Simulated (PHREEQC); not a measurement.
A solution holds 0.00255 mol HF, 3.3e-05 mol NH4HF2, 0.099 mol H2SiF6 and 0.00012 mol H3PO4 per kg of water, at 25 °C. Closed to the air; pH follows from the charge balance.

Computed with PHREEQC (ion-association model, wateq4f.dat).

This is a speciation only: nothing precipitates in the calculation.

What pH does the model give?

pH 0.82.

In which forms is Si present?

SiF6-2 98 %, H4SiO4 1.5 % of the Si.

Saturation is exceeded, for instance for Quartz (slow to form), Chalcedony (slow to form); the values hold only as long as no solid forms. H3PO4, which wateq4f.dat lacks, is added to it with the constant of phreeqc.dat. SiF6-2 is the database's only silicon fluoride.
